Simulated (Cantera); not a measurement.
Input: 1 mol acetone, 5.5 mol CO₂, 24 mol H₂, held at 0.000360 bar.

Cantera equilibrium calculation (NASA polynomials, part measured and part estimated; ideal gas, pure solids and liquids). Candidate condensed phases: C, C₆H₆, C₇H₈, C₈H₁₈, H₂O; 110 gas species. The feed counts by its element totals alone. The numbers say what is thermodynamically allowed, not how fast it happens.

log p: log10 of the partial pressure in bar; nothing condenses.

```
T (K)  log p H  log p H₂  log p CO  log p H₂O  log p O  log p OH
-----  -------  --------  --------  ---------  -------  --------
1875     -5.00     -3.63     -4.08      -4.49    -8.46     -6.97
1975     -4.69     -3.65     -4.09      -4.50    -7.73     -6.56
2075     -4.41     -3.68     -4.10      -4.52    -7.07     -6.19
2175     -4.18     -3.73     -4.12      -4.55    -6.47     -5.87
2275     -3.98     -3.81     -4.15      -4.62    -5.92     -5.59
2375       [?]       [?]     -4.19        [?]      [?]       [?]
2475       [?]       [?]     -4.23        [?]      [?]       [?]
2575     -3.62     -4.33     -4.27      -5.45    -4.88     -5.39
```

**Question.** What belongs in the gaps?

**Answer.** 
- 2475, log p H: -3.70
- 2475, log p H₂: -4.11
- 2475, log p H₂O: -5.02
- 2475, log p O: -5.09
- 2475, log p OH: -5.31
- 2375, log p H: -3.82
- 2375, log p H₂: -3.94
- 2375, log p H₂O: -4.76
- 2375, log p O: -5.44
- 2375, log p OH: -5.39
